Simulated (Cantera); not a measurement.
Charge: 1 mol acetone, 1.2 mol CO2, 1.4 mol N2, held at 0.340 bar.

Cantera equilibrium calculation (NASA polynomials, part measured and part estimated; ideal gas, pure solids and liquids). Candidate condensed phases: C, C6H6, C7H8, C8H18, H2O; 136 gas species. The feed counts by its element totals alone. Kinetics and transport are ignored.

Problem. What share of the C ends up in condensed phases as a function of T (°C), at 2002, 2077, 2152, 2227, 2302, 2377, 2452, 2527, 2602?

Solution. 
| T (°C) | C condensed (%) | as |
|---|---|---|
| 2002 | 16.5 | C(graphite) |
| 2077 | 15.8 | C(graphite) |
| 2152 | 15.0 | C(graphite) |
| 2227 | 13.9 | C(graphite) |
| 2302 | 12.7 | C(graphite) |
| 2377 | 11.4 | C(graphite) |
| 2452 | 9.8 | C(graphite) |
| 2527 | 8.0 | C(graphite) |
| 2602 | 5.9 | C(graphite) |
